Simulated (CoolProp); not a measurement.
R236FA along the isobar 101 kPa: Z from the reference equation and from simpler models built on Tc = 398.1 K, pc = 3191 kPa, ω = 0.377; each cubic takes its own stable root.

Model: reference Helmholtz-energy equation of state, Pan 2012, in CoolProp.

```
T (K)  phase  reference
-----  -----  ---------
282      gas     0.9599
289.3    gas     0.9636
296.5    gas     0.9669
303.8    gas     0.9698
311.1    gas     0.9724
318.3    gas     0.9746
325.6    gas     0.9767
332.8    gas     0.9785
```

Question: How far does each simpler model (van der Waals, Redlich-Kwong) lie from the reference over these 8 states: mean and median of the absolute difference, and the worst?

Answer: 
- van der Waals: mean 1.2 %, median 1.2 %, worst +1.9 % at 282 K and 101 kPa
- Redlich-Kwong: mean 0.7 %, median 0.6 %, worst +1.2 % at 282 K and 101 kPa
